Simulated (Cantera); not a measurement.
Feed: 1 mol Pb, 0.043 mol CO, 12 mol H₂, held at 748.15 K and 95.0 Pa.

Method: chemical equilibrium by Gibbs-energy minimisation in Cantera with the NASA 1993 tables (ideal gas, pure condensed phases). Candidate condensed phases: C, C₆H₆, C₇H₈, C₈H₁₈, H₂O, Pb, PbO, PbO₂, Pb₃O₄; 113 gas species. The numbers say what is thermodynamically allowed, not how fast it happens.

Base state: H₂ 0.996, CO 0.00268, CH₄ 0.000878, H₂O 0.000863, CO₂ 1.45e-5 (mole fractions); condensed: Pb(l).

Problem. What changes in the equilibrium state with this change: temperature from 748.15 K to 1600 K?

Solution. 
```json
[
 {"species": "H₂", "before": "0.996", "after": "0.918"},
 {"species": "Pb", "before": "9.27e-6", "after": "0.0766"},
 {"species": "CO", "before": "0.00268", "after": "0.00329"},
 {"species": "H", "before": "<1e-9", "after": "0.00169"},
 {"species": "CH₄", "before": "0.000878", "after": "3.88e-8"},
 {"species": "CO₂", "before": "1.45e-5", "after": "<1e-9"},
 {"species": "H₂O", "before": "0.000863", "after": "8.47e-8"},
 {"species": "Pb(l), mol", "before": "1.000", "after": "0"}
]
```

Problem. What changes in the equilibrium state with this change: CO from 0.043 to 0.99 mol?

Solution. 
```csv
species,before,after
H₂,0.996,0.923
CO,0.00268,0.0664
H₂O,0.000863,0.00559
CO₂,1.45e-5,0.00250
CH₄,0.000878,0.00267
"Pb(l), mol",1.000,1.000
"C(graphite), mol",0,0.0696
```
